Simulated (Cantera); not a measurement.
Gas mixture: CO2 : CH4 = 0.36 : 0.94 (molar parts), at 0.000390 bar, frozen composition.

Cantera's kinetic-theory transport with the Lennard-Jones parameters of GRI-Mech 3.0, ideal gas; thermal conductivity in the mixture-averaged form. The composition is frozen, though it would react at the higher temperatures.

One state of this run: ρ (kg/m³) = 0.000112; cp (J/kg/K) = 2870; μ (µPa s) = 33.2; λ (mW/m/K) = 134; Pr = 0.712; D (cm²/s) O = 6340; D (cm²/s) H2O = 5170; D (cm²/s) OH = 6230. D: mixture-averaged diffusion coefficient of that species in the mixture.

Which value of T (K) does it belong to?
A. 1300
B. 1150
C. 550
D. 1000

D, 1000
